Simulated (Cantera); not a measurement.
# Hydrogen reduction and annealing atmospheres: PbS + H2 + N2

Input: 1 mol PbS, 1200 mol H2, 4.7 mol N2, equilibrated at 1.00 bar.

Method: chemical equilibrium by Gibbs-energy minimisation in Cantera with the NASA 1993 tables (ideal gas, pure condensed phases). Candidate condensed phases: Pb, PbS, S; 18 gas species. The numbers say what is thermodynamically allowed, not how fast it happens.

From 1025 K to 1175 K the condensed part is Pb(l). From 1225 K to 1425 K nothing is condensed. The main Pb-bearing gas is Pb throughout.

```tsv
T (K)	log p H2	log p N2	log p H2S	log p Pb	log p PbS	log p NH3	n Pb(l)
1025	0.00	-2.41	-3.08	-4.56	-5.19	-4.51	0.959
1075	0.00	-2.41	-3.09	-4.12	-4.85	-4.64	0.892
1125	0.00	-2.41	-3.10	-3.72	-4.55	-4.76	0.738
1175	0.00	-2.41	-3.11	-3.36	-4.28	-4.88	0.411
1225	0.00	-2.41	-3.12	-3.12	-4.12	-4.98	0
1275	0.00	-2.41	-3.12	-3.12	-4.18	-5.07	0
1325	0.00	-2.41	-3.11	-3.11	-4.23	-5.16	0
1375	0.00	-2.41	-3.11	-3.11	-4.28	-5.24	0
1425	0.00	-2.41	-3.11	-3.11	-4.32	-5.31	0
```
log p: log10 of the partial pressure in bar; n: condensed amount in mol.
